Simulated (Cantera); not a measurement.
A closed system holds: 1 mol BF3, 2.9 mol NH3, 130 mol N2, 1.2 mol H2O, equilibrated at 1348 K and 0.480 Torr.

Cantera equilibrium calculation (NASA polynomials, part measured and part estimated; ideal gas, pure solids and liquids). Candidate condensed phases: B, BN, B2O3, B3O3H3, H2O; 62 gas species. The numbers say what is thermodynamically allowed, not how fast it happens.

Base state: N2 0.946, H2 0.0313, HF 0.0145, BOF 0.00694, H2O 0.00130, HBO2 0.000196, BF3 5.38e-5, H 1.62e-5 (mole fractions); condensed: gas only.

What changes in the equilibrium state with this change: NH3 from 2.9 to 0.45 mol?


```tsv
species	before	after
N2	0.946	0.971
HF	0.0145	0.0150
BOF	0.00694	0.00719
H2	0.0313	0.00503
H	1.62e-5	6.49e-6
BF3	5.38e-5	5.77e-5
HBO2	0.000196	0.000203
```
